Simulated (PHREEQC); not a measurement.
Make-up at 74 °C: 0.00065 mol H2S, 0.1 mol NaOH and 0.00021 mol ZnCl2 per kg of water. Closed to the air; pH follows from the charge balance.

Model: ion-association model, phreeqc.dat, run in PHREEQC.

This is a speciation only: nothing precipitates in the calculation.

Task: Order these Zn species by the share of Zn that they hold, largest first: Zn(OH)2, Zn(HS)3-, Zn(OH)4-2, Zn(OH)3-, Zn(HS)2.

Result: Zn(HS)2 (64 %), Zn(OH)3- (20 %), Zn(OH)2 (13 %), Zn(OH)4-2 (2.7 %), Zn(HS)3- (0.13 %)

The pH is 11.57 and the ionic strength 0.100 mol/kgw. The solution is supersaturated, for example in Sphalerite (slow to form), so a real one may precipitate; this is no full list. Away from 25 °C the constants follow the database's enthalpies or fits; those with neither stay at their 25 °C values. The database's pK near 12.9 for HS-/S-2 is now thought far too low, so its S-2 is overstated.
